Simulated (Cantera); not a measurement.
Input: 1 mol CCl4, 0.011 mol HCl, 0.073 mol H2, held at 11.0 mbar.

Equilibrium computed with Cantera from the NASA thermochemical tables; the gas is ideal and each condensed phase is pure. Candidate condensed phases: C, C6H6, C7H8, C8H18; 91 gas species. The tables' values for CCl are old estimates; treat these amounts as uncertain. Kinetics and transport are ignored.

At 2773 K, list the 6 most abundant gas species with their mole fractions, and the condensed phases.

Cl 0.959, HCl 0.0280, H 0.0102, C3 0.00205, C 0.000445, Cl2 0.000256. Condensed: C(graphite).
